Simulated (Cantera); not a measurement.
## Adiabatic ignition

An adiabatic, constant-volume homogeneous reactor starts with CH₄ : O₂ : N₂ : H₂O = 1 : 1.54 : 5.78 : 0.083 (molar parts), at 1025 K and 1000000 Pa.

Computed with Cantera and GRI-Mech 3.0 (53 species, 325 reactions).

```csv
t (s),T (K),P (bar),x CH₄,x O₂,x HO₂,x C₂H₆,x C₂H₄
4.00e-6,1025,10.0,0.119,0.183,8.17e-10,<1e-12,<1e-12
1.44e-5,1025,10.0,0.119,0.183,2.92e-9,<1e-12,<1e-12
5.17e-5,1025,10.0,0.119,0.183,1.03e-8,2.79e-12,<1e-12
0.000186,1025,10.0,0.119,0.183,3.48e-8,1.48e-10,<1e-12
0.000667,1025,10.0,0.119,0.183,1.01e-7,1.07e-8,7.04e-11
0.00240,1025,10.0,0.119,0.183,1.96e-7,5.45e-7,3.76e-9
0.00862,1025,10.0,0.119,0.183,3.46e-7,5.11e-6,4.56e-8
0.0310,1027,10.0,0.119,0.183,1.45e-6,4.96e-5,1.10e-6
0.111,2902,30.1,1.65e-11,0.000747,1.65e-6,<1e-12,<1e-12
0.400,2902,30.1,1.65e-11,0.000747,1.65e-6,<1e-12,<1e-12
```
x: mole fraction; the columns are a selection and need not sum to one.

```json
{
  "time_of_steepest_temperature_rise": "58.6 ms",
  "temperature at 0.400 s": "2902 K",
  "equilibrium_temperature": "2902 K",
  "x(CH₄) at 0.400 s": "1.65e-11 (gas-phase equilibrium 1.90e-11)",
  "x(O₂) at 0.400 s": "0.000747 (gas-phase equilibrium 0.000747)",
  "x(HO₂) at 0.400 s": "1.65e-6 (gas-phase equilibrium 1.65e-6)"
}
```
